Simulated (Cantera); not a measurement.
An adiabatic, constant-pressure homogeneous reactor starts with CH4 : CO : O2 : N2 = 1 : 0.6 : 3.97 : 14.9 (molar parts), equivalence ratio 0.58, at 1550 K and 30.0 bar. Integrator tolerance rtol = 1e-08.

Cantera simulation using GRI-Mech 3.0 (53 species, 325 reactions); the numbers are that mechanism's predictions, not measurements. The pressure lies above the range GRI-Mech 3.0 was tuned for (to about 10 atm).

```
quantity                                                              before                                      after
---------------------------------  -----------------------------------------  -----------------------------------------
time of steepest temperature rise                                    40.9 µs                                   0.676 ms
temperature at 0.600 s                                                2652 K                                     2446 K
equilibrium temperature                                               2652 K                                     2446 K
x(CH4) at 0.600 s                      <1e-12 (gas-phase equilibrium <1e-12)      <1e-12 (gas-phase equilibrium <1e-12)
x(CO) at 0.600 s                     0.00399 (gas-phase equilibrium 0.00399)    0.00143 (gas-phase equilibrium 0.00143)
x(O2) at 0.600 s                       0.0738 (gas-phase equilibrium 0.0738)      0.0761 (gas-phase equilibrium 0.0761)
x(C2H2) at 0.600 s                     <1e-12 (gas-phase equilibrium <1e-12)      <1e-12 (gas-phase equilibrium <1e-12)
x(CH2O) at 0.600 s                 3.64e-11 (gas-phase equilibrium 3.64e-11)  5.02e-12 (gas-phase equilibrium 5.02e-12)
x(C2H4) at 0.600 s                     <1e-12 (gas-phase equilibrium <1e-12)      <1e-12 (gas-phase equilibrium <1e-12)
```

Problem. Which change was made?
A. initial temperature 1550 to 1175 K
B. initial temperature 1550 to 1275 K
C. CH4 1 to 2.2 parts
D. initial temperature 1550 to 1200 K

Solution. B, initial temperature 1550 to 1275 K
